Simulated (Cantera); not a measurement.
**Calcination and drying: MgCO3 + H2**

Charge: 1 mol MgCO3, 0.8 mol H2, at 5.20 bar.

Method: chemical equilibrium by Gibbs-energy minimisation in Cantera with the NASA 1993 tables (ideal gas, pure condensed phases). Candidate condensed phases: C, C6H6, C7H8, C8H18, H2O, Mg, MgCO3, MgO, Mg(OH)2; 116 gas species. Equilibrium is a limit: real reactors are often held back by kinetics, nucleation or transport.

| T (K) | x H2O | x CO2 | x CO | x CH4 | x H2 | x H | x OH | n MgCO3(s) | n MgO(s) | n C(graphite) |
|---|---|---|---|---|---|---|---|---|---|---|
| 598 | 0.627 | 0.0140 | 3.50e-5 | 0.314 | 0.0454 | <1e-12 | <1e-12 | 0.798 | 0.202 | 0 |
| 748 | 0.372 | 0.496 | 0.0126 | 0.0598 | 0.0589 | <1e-12 | <1e-12 | 0 | 1.00 | 0.174 |
| 898 | 0.249 | 0.431 | 0.119 | 0.0422 | 0.159 | 1.91e-11 | <1e-12 | 0 | 1.00 | 0.0368 |
| 1048 | 0.238 | 0.323 | 0.233 | 0.00245 | 0.204 | 1.53e-9 | 5.62e-12 | 0 | 1.00 | 0 |
| 1198 | 0.266 | 0.290 | 0.266 | 6.54e-5 | 0.179 | 3.52e-8 | 4.15e-10 | 0 | 1.00 | 0 |
| 1348 | 0.287 | 0.268 | 0.287 | 3.57e-6 | 0.157 | 4.02e-7 | 1.18e-8 | 0 | 1.00 | 0 |
| 1498 | 0.303 | 0.252 | 0.303 | 3.44e-7 | 0.141 | 2.83e-6 | 1.72e-7 | 0 | 1.00 | 0 |
| 1648 | 0.315 | 0.240 | 0.315 | 5.08e-8 | 0.129 | 1.40e-5 | 1.54e-6 | 0 | 1.000 | 0 |
| 1798 | 0.325 | 0.231 | 0.325 | 1.04e-8 | 0.120 | 5.34e-5 | 9.52e-6 | 0 | 1.000 | 0 |
| 1948 | 0.332 | 0.223 | 0.332 | 2.72e-9 | 0.112 | 0.000166 | 4.44e-5 | 0 | 1.000 | 0 |
| 2098 | 0.338 | 0.218 | 0.338 | 8.71e-10 | 0.106 | 0.000440 | 0.000166 | 0 | 1.000 | 0 |
| 2248 | 0.342 | 0.213 | 0.343 | 3.27e-10 | 0.101 | 0.00103 | 0.000518 | 0 | 1.000 | 0 |
x: gas mole fraction; n: condensed amount in mol.

At 598 K the condensed part is MgCO3(s) + MgO(s). From 748 K to 898 K the condensed part is C(graphite) + MgO(s). From 1048 K to 2248 K the condensed part is MgO(s).
